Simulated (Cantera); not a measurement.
Input (Python, Cantera) and output of one run.

```python
import numpy as np
import cantera as ct

gas_names = """
    Fe FeO N NO NO2 NO3 N2 N2O O O2 O3 S SN SO SO2 SO3 S2 S2O S8
""".split()
cond_names = """
    Fe(a) Fe(c) Fe(d) Fe(L) FeO(s) FeO(L) FeS(a) FeS(b) FeS(c) FeS(L) FeSO4(s) FeS2(s) Fe2O3(s)
    Fe2S3O12(s) Fe3O4(s) S(cr1) S(cr2) S(L)
""".split()


def load(file, names, dense=False):
    # The tables refer to 1 bar. Condensed volumes are neglected.
    table = {s.name: s for s in ct.Species.list_from_file(file)}
    out = []
    for n in names:
        d = dict(table[n].input_data)
        d["thermo"] = dict(d["thermo"], **{"reference-pressure": 1e5})
        if dense:
            d["equation-of-state"] = {"model": "constant-volume", "density": "1e6 g/cm^3"}
        out.append(ct.Species.from_dict(d))
    return out


gas = ct.Solution(thermo="ideal-gas", species=load("nasa_gas.yaml", gas_names))
cond = {s.name: ct.Solution(thermo="fixed-stoichiometry", species=[s], name=s.name)
        for s in load("nasa_condensed.yaml", cond_names, dense=True)}
atoms = {
    'Fe2O3': {'Fe': 2, 'O': 3},
    'SO2': {'S': 1, 'O': 2},
    'N2': {'N': 2},
}
top_T = {'FeSO4(s)': 950, 'FeS2(s)': 1010, 'Fe2O3(s)': 1830, 'Fe2S3O12(s)': 1100, 'Fe3O4(s)': 1870}  # K; cautious upper limits of use, not melting points


def equilibrate(T, P, feed):
    n = {}
    for name, mol in feed.items():
        for a, k in atoms[name].items():
            n[a] = n.get(a, 0.0) + k * mol
    gas.TPX = T, P, n
    mass = sum(n.values()) * gas.mean_molecular_weight
    gas.equilibrate("TP")
    valid = [c for c in cond.values() if c.min_temp <= T <= top_T.get(c.name, c.max_temp)]
    mix = ct.Mixture([(gas, mass / gas.mean_molecular_weight)] + [(c, 0.0) for c in valid])
    mix.T, mix.P = T, P
    mix.equilibrate("TP", solver="vcs", rtol=1e-11, max_steps=5000)
    return mix


results = []
feed = {'Fe2O3': 1, 'SO2': 0.054, 'N2': 9.9}  # mol
P = 10000  # Pa
for T in [850, 950, 1050, 1150, 1250, 1350, 1450, 1550, 1650]:
    mix = equilibrate(T, P, feed)
    results.append((T, P, feed, dict(zip(mix.species_names, mix.species_moles))))
    x = sorted(zip(gas.X, gas.species_names), reverse=True)
    print(f"T = {T:g} K  P = {P:g} Pa  gas = {mix.phase_moles(0):.4g} mol")
    print("   x: " + "  ".join(f"{s} {v:.3e}" for v, s in x if v > 1e-05))
    print("   condensed (mol): " + ("  ".join(f"{mix.phase(i).name} {mix.phase_moles(i):.4g}"
          for i in range(1, mix.n_phases) if mix.phase_moles(i) > 1e-12) or "none"))
```

Output:

```
T = 850 K  P = 10000 Pa  gas = 9.954 mol
   x: N2 9.946e-01  SO2 5.425e-03
   condensed (mol): Fe2O3(s) 1  Fe3O4(s) 4.183e-08
T = 950 K  P = 10000 Pa  gas = 9.954 mol
   x: N2 9.946e-01  SO2 5.425e-03
   condensed (mol): Fe2O3(s) 1  Fe3O4(s) 4.295e-07
T = 1050 K  P = 10000 Pa  gas = 9.954 mol
   x: N2 9.946e-01  SO2 5.425e-03
   condensed (mol): Fe2O3(s) 1  Fe3O4(s) 2.829e-06
T = 1150 K  P = 10000 Pa  gas = 9.954 mol
   x: N2 9.946e-01  SO2 5.424e-03
   condensed (mol): Fe2O3(s) 0.9999  Fe3O4(s) 3.73e-05
T = 1250 K  P = 10000 Pa  gas = 9.954 mol
   x: N2 9.945e-01  SO2 5.423e-03  O2 2.911e-05
   condensed (mol): Fe2O3(s) 0.9981  Fe3O4(s) 0.001265
T = 1350 K  P = 10000 Pa  gas = 9.962 mol
   x: N2 9.937e-01  SO2 5.416e-03  O2 8.243e-04  NO 3.810e-05
   condensed (mol): Fe2O3(s) 0.9495  Fe3O4(s) 0.03369
T = 1450 K  P = 10000 Pa  gas = 10.1 mol
   x: N2 9.798e-01  O2 1.460e-02  SO2 5.335e-03  NO 2.793e-04
   condensed (mol): Fe2O3(s) 0.1063  Fe3O4(s) 0.5958
T = 1550 K  P = 10000 Pa  gas = 10.12 mol
   x: N2 9.780e-01  O2 1.622e-02  SO2 5.329e-03  NO 4.801e-04
   condensed (mol): Fe3O4(s) 0.6667
T = 1650 K  P = 10000 Pa  gas = 10.12 mol
   x: N2 9.778e-01  O2 1.609e-02  SO2 5.331e-03  NO 7.352e-04  O 1.039e-05
   condensed (mol): Fe3O4(s) 0.6667
```

Equilibrium computed with Cantera from the NASA thermochemical tables; the gas is ideal and each condensed phase is pure. Mutual solubility and eutectic melting of coexisting phases are not modelled.
